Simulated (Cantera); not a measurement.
Input (Python, Cantera) and output of one run.

```python
import numpy as np
import cantera as ct

gas_names = """
    C CH CH2 CH3 CH2OH CH3O CH4 CH3OH CO CO2 COOH C2 C2H CHCO,ketyl C2H2,acetylene C2H2,vinylidene
    CH2CO,ketene C2H3,vinyl CH3CO,acetyl C2H4 C2H4O,ethylen CH3CHO,ethanal CH3COOH (HCOOH)2 C2H5 C2H6
    CH3OCH3 C2H5OH C2O C3 C3H3,propargyl C3H4,allene C3H4,propyne C3H4,cyclo- C3H5,allyl C3H6,propylene
    C3H6,cyclo- C3H6O C3H7,n-propyl C3H7,i-propyl C3H8 C3H8O,1propanol C3H8O,2propanol C3O2 C4 C4H2
    C4H4,1,3-cyclo- C4H6,butadiene C4H6,2-butyne C4H6,cyclo- C4H8,1-butene C4H8,cis2-buten
    C4H8,tr2-butene C4H8,isobutene C4H8,cyclo- (CH3COOH)2 C4H9,n-butyl C4H9,i-butyl C4H9,s-butyl
    C4H9,t-butyl C4H10,isobutane C4H10,n-butane C5 C5H6,1,3cyclo- C5H8,cyclo- C5H10,1-pentene
    C5H10,cyclo- C5H11,pentyl C5H11,t-pentyl C5H12,n-pentane C5H12,i-pentane CH3C(CH3)2CH3 C6H2
    C6H5,phenyl C6H5O,phenoxy C6H6 C6H5OH,phenol C6H10,cyclo- C6H12,1-hexene C6H12,cyclo- C6H13,n-hexyl
    C7H7,benzyl C7H8 C7H8O,cresol C7H14,1-heptene C7H15,n-heptyl C7H16,n-heptane C8H8,styrene
    C8H10,ethylbenz C8H16,1-octene C8H17,n-octyl C8H18,isooctane C8H18,n-octane C9H19,n-nonyl
    C10H8,naphthale C10H21,n-decyl C12H9,o-bipheny C12H10,bipheny H HCO HO2 H2 HCHO,formaldehy HCOOH H2O
    H2O2 O OH O2 O3 Ta TaO TaO2
""".split()
cond_names = """
    C(gr) C6H6(L) C7H8(L) C8H18(L),n-octa H2O(s) H2O(L) Ta(cr) Ta(L) TaC(s) TaC(L) Ta2O5(s) Ta2O5(L)
""".split()


def load(file, names, dense=False):
    # The tables refer to 1 bar. Condensed volumes are neglected.
    table = {s.name: s for s in ct.Species.list_from_file(file)}
    out = []
    for n in names:
        d = dict(table[n].input_data)
        d["thermo"] = dict(d["thermo"], **{"reference-pressure": 1e5})
        if dense:
            d["equation-of-state"] = {"model": "constant-volume", "density": "1e6 g/cm^3"}
        out.append(ct.Species.from_dict(d))
    return out


gas = ct.Solution(thermo="ideal-gas", species=load("nasa_gas.yaml", gas_names))
cond = {s.name: ct.Solution(thermo="fixed-stoichiometry", species=[s], name=s.name)
        for s in load("nasa_condensed.yaml", cond_names, dense=True)}
atoms = {
    'Ta2O5': {'Ta': 2, 'O': 5},
    'CO': {'C': 1, 'O': 1},
    'H2': {'H': 2},
}
top_T = {'C(gr)': 4500}  # K; cautious upper limits of use, not melting points


def equilibrate(T, P, feed):
    n = {}
    for name, mol in feed.items():
        for a, k in atoms[name].items():
            n[a] = n.get(a, 0.0) + k * mol
    gas.TPX = T, P, n
    mass = sum(n.values()) * gas.mean_molecular_weight
    gas.equilibrate("TP")
    valid = [c for c in cond.values() if c.min_temp <= T <= top_T.get(c.name, c.max_temp)]
    mix = ct.Mixture([(gas, mass / gas.mean_molecular_weight)] + [(c, 0.0) for c in valid])
    mix.T, mix.P = T, P
    mix.equilibrate("TP", solver="vcs", rtol=1e-11, max_steps=5000)
    return mix


results = []
feed = {'Ta2O5': 1, 'CO': 14, 'H2': 0.19}  # mol
P = 1200  # Pa
for T in [1123, 1173, 1223, 1273, 1323, 1373, 1423, 1473, 1523, 1573]:
    mix = equilibrate(T, P, feed)
    results.append((T, P, feed, dict(zip(mix.species_names, mix.species_moles))))
    x = sorted(zip(gas.X, gas.species_names), reverse=True)
    print(f"T = {T:g} K  P = {P:g} Pa  gas = {mix.phase_moles(0):.4g} mol")
    print("   x: " + "  ".join(f"{s} {v:.3e}" for v, s in x if v > 1e-06))
    print("   condensed (mol): " + ("  ".join(f"{mix.phase(i).name} {mix.phase_moles(i):.4g}"
          for i in range(1, mix.n_phases) if mix.phase_moles(i) > 1e-12) or "none"))
```

It prints:

```
T = 1123 K  P = 1200 Pa  gas = 14.18 mol
   x: CO 9.859e-01  H2 1.339e-02  CO2 7.043e-04  H2O 1.045e-05
   condensed (mol): C(gr) 0.01013  Ta2O5(s) 1
T = 1173 K  P = 1200 Pa  gas = 14.19 mol
   x: CO 9.860e-01  H2 1.338e-02  CO2 6.003e-04  H2O 1.037e-05
   condensed (mol): TaC(s) 0.002475  Ta2O5(s) 0.9988
T = 1223 K  P = 1200 Pa  gas = 14.19 mol
   x: CO 9.860e-01  H2 1.338e-02  CO2 5.955e-04  H2O 1.180e-05
   condensed (mol): TaC(s) 0.002462  Ta2O5(s) 0.9988
T = 1273 K  P = 1200 Pa  gas = 14.19 mol
   x: CO 9.860e-01  H2 1.338e-02  CO2 5.912e-04  H2O 1.328e-05
   condensed (mol): TaC(s) 0.00245  Ta2O5(s) 0.9988
T = 1323 K  P = 1200 Pa  gas = 14.19 mol
   x: CO 9.860e-01  H2 1.338e-02  CO2 5.873e-04  H2O 1.478e-05  H 1.674e-06
   condensed (mol): TaC(s) 0.002441  Ta2O5(s) 0.9988
T = 1373 K  P = 1200 Pa  gas = 14.19 mol
   x: CO 9.860e-01  H2 1.337e-02  CO2 5.838e-04  H2O 1.631e-05  H 3.515e-06
   condensed (mol): TaC(s) 0.002433  Ta2O5(s) 0.9988
T = 1423 K  P = 1200 Pa  gas = 14.19 mol
   x: CO 9.860e-01  H2 1.337e-02  CO2 5.807e-04  H2O 1.785e-05  H 7.011e-06
   condensed (mol): TaC(s) 0.002426  Ta2O5(s) 0.9988
T = 1473 K  P = 1200 Pa  gas = 14.19 mol
   x: CO 9.860e-01  H2 1.337e-02  CO2 5.779e-04  H2O 1.939e-05  H 1.335e-05
   condensed (mol): TaC(s) 0.002421  Ta2O5(s) 0.9988
T = 1523 K  P = 1200 Pa  gas = 14.19 mol
   x: CO 9.860e-01  H2 1.336e-02  CO2 5.754e-04  H 2.439e-05  H2O 2.092e-05
   condensed (mol): TaC(s) 0.002417  Ta2O5(s) 0.9988
T = 1573 K  P = 1200 Pa  gas = 14.19 mol
   x: CO 9.860e-01  H2 1.335e-02  CO2 5.732e-04  H 4.288e-05  H2O 2.245e-05
   condensed (mol): TaC(s) 0.002414  Ta2O5(s) 0.9988
```

Method: chemical equilibrium by Gibbs-energy minimisation in Cantera with the NASA 1993 tables (ideal gas, pure condensed phases). Mutual solubility and eutectic melting of coexisting phases are not modelled. TaC: taken at fixed stoichiometry. Condensed phases not in the tables: Ta2C.
